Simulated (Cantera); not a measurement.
# Counterflow diffusion flame

A counterflow diffusion flame at 0.510 bar, nozzles 20 mm apart: fuel side 77.5 % CH4, 22.5 % N2 at 523 K, oxidiser side 23.0 % O2, 77.0 % N2 at 448 K, fuel mass flux 0.69 times the oxidiser's; mixture-averaged transport, no radiation.

Cantera simulation using GRI-Mech 3.0 (53 species, 325 reactions); the numbers are that mechanism's predictions, not measurements. GRI-Mech 3.0 has no aromatics or soot, which form on the fuel side of real flames. The maximum strain rate includes the flame's own expansion and is several times the mean.

```json
[
 {"oxidiser flux (kg/m²/s)": "0.13", "max strain (1/s)": "175", "mean strain (1/s)": "36.8", "T max (K)": "2094", "peak x OH": "0.00943", "peak x H": "0.00622", "peak x NO": "0.000267", "peak x CO": "0.0626", "peak x C2H2": "0.0133"},
 {"oxidiser flux (kg/m²/s)": "0.17", "max strain (1/s)": "220", "mean strain (1/s)": "48.2", "T max (K)": "2080", "peak x OH": "0.00925", "peak x H": "0.00637", "peak x NO": "0.000246", "peak x CO": "0.0618", "peak x C2H2": "0.0128"},
 {"oxidiser flux (kg/m²/s)": "0.23", "max strain (1/s)": "287", "mean strain (1/s)": "65.1", "T max (K)": "2069", "peak x OH": "0.00913", "peak x H": "0.00658", "peak x NO": "0.000223", "peak x CO": "0.0612", "peak x C2H2": "0.0123"},
 {"oxidiser flux (kg/m²/s)": "0.31", "max strain (1/s)": "374", "mean strain (1/s)": "87.8", "T max (K)": "2055", "peak x OH": "0.00895", "peak x H": "0.00674", "peak x NO": "0.000197", "peak x CO": "0.0607", "peak x C2H2": "0.0117"},
 {"oxidiser flux (kg/m²/s)": "0.42", "max strain (1/s)": "492", "mean strain (1/s)": "119", "T max (K)": "2039", "peak x OH": "0.00870", "peak x H": "0.00686", "peak x NO": "0.000168", "peak x CO": "0.0604", "peak x C2H2": "0.0110"},
 {"oxidiser flux (kg/m²/s)": "0.57", "max strain (1/s)": "649", "mean strain (1/s)": "161", "T max (K)": "2022", "peak x OH": "0.00839", "peak x H": "0.00693", "peak x NO": "0.000139", "peak x CO": "0.0603", "peak x C2H2": "0.0102"},
 {"oxidiser flux (kg/m²/s)": "0.76", "max strain (1/s)": "845", "mean strain (1/s)": "215", "T max (K)": "2001", "peak x OH": "0.00799", "peak x H": "0.00688", "peak x NO": "0.000110", "peak x CO": "0.0603", "peak x C2H2": "0.00925"},
 {"oxidiser flux (kg/m²/s)": "1", "max strain (1/s)": "1090", "mean strain (1/s)": "283", "T max (K)": "1977", "peak x OH": "0.00748", "peak x H": "0.00669", "peak x NO": "8.24e-5", "peak x CO": "0.0605", "peak x C2H2": "0.00809"}
]
```
x: mole fraction; the columns are a selection and need not sum to one.
